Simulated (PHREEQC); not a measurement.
Make-up at 25 °C: 5.4 mmol/kgw FeCl3 and 12 mmol/kgw Na2SO4. Closed to the air; pH follows from the charge balance.

Model: ion-association model, phreeqc.dat, run in PHREEQC.

This is a speciation only: nothing precipitates in the calculation.

### Question
Estimate the pH.

### Answer
pH 2.99.

### Question
In which forms is Fe present?

### Answer
FeSO4+ 62 %, FeOH+2 18 %, Fe+3 5.2 %, Fe(SO4)2- 4.8 %, Fe2(OH)2+4 4.1 %, Fe(OH)2+ 3.3 % of the Fe.

The solution is supersaturated, for example in Hematite (slow to form), Goethite (slow to form), so a real one may precipitate; this is no full list. Complexes and solids missing from the database can't appear.
